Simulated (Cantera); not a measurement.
What does this Cantera script print?

```python
import numpy as np
import cantera as ct

gas_names = """
    F F2 N NF NF2 NF3 N2 Si SiF SiF2 SiF3 SiF4 SiN Si2 Si2N Si3
""".split()
cond_names = """
    Si(cr) Si(L) Si3N4(a)
""".split()


# ... load() reads the species with a 1 bar reference pressure and builds the phases ...
atoms = {
    'Si': {'Si': 1},
    'F2': {'F': 2},
    'N2': {'N': 2},
}
top_T = {'Si3N4(a)': 2400}  # K; cautious upper limits of use, not melting points


# ... equilibrate(T, P, feed) seeds the gas with the atoms and calls Mixture.equilibrate('TP', solver="vcs", rtol=1e-11, max_steps=5000) ...
results = []
T = 725  # K
P = 120  # Pa
for m in [0.82, 0.94, 1.1, 1.2, 1.4, 1.7, 1.9, 2.2, 2.5, 2.9, 3.4]:
    feed = {'Si': 1, 'F2': m, 'N2': 5.3}  # mol
    mix = equilibrate(T, P, feed)
    results.append((T, P, feed, dict(zip(mix.species_names, mix.species_moles))))

top = {s: max(r[3][s] / sum(r[3][g] for g in gas_names) for r in results) for s in gas_names}
cols = sorted((s for s in top if top[s] > 0.0001), key=lambda s: -top[s])[:7]
seen = [c for c in cond_names if any(r[3].get(c, 0) > 1e-12 for r in results)]
print("log10 of partial pressures in bar; condensed amounts in mol")
print(f"{'n(F2)':>10s}" + "".join(f"{s[:9]:>10s}" for s in cols + seen))
for T, P, feed, n in results:
    ng = sum(n[g] for g in gas_names)
    print(f"{feed['F2']:10.4g}" + "".join(f"{np.log10(max(n[s] / ng * P / 1e5, 1e-99)):10.3f}" for s in cols)
          + "".join(f"{n.get(c, 0):10.4g}" for c in seen))
```

It prints:

```
log10 of partial pressures in bar; condensed amounts in mol
     n(F2)        N2        F2      SiF4         F       NF3  Si3N4(a)
      0.82    -2.956   -51.377    -4.034   -28.320   -76.352    0.1967
      0.94    -2.960   -51.353    -3.982   -28.308   -76.318    0.1767
       1.1    -2.966   -51.326    -3.925   -28.295   -76.281      0.15
       1.2    -2.970   -51.311    -3.893   -28.288   -76.261    0.1333
       1.4    -2.977   -51.287    -3.839   -28.275   -76.227       0.1
       1.7    -2.987   -51.257    -3.773   -28.260   -76.188      0.05
       1.9    -2.993   -51.241    -3.737   -28.252   -76.166   0.01667
       2.2    -3.012    -4.533    -3.736    -4.898    -6.115         0
       2.5    -3.032    -4.135    -3.756    -4.699    -5.528         0
       2.9    -3.058    -3.899    -3.781    -4.581    -5.186         0
       3.4    -3.088    -3.733    -3.809    -4.499    -4.953         0
```

Method: chemical equilibrium by Gibbs-energy minimisation in Cantera with the NASA 1993 tables (ideal gas, pure condensed phases). N2 is the only nitrogen source here; it is nearly inert below about 1500 K, so the nitride shown seldom forms there in practice.
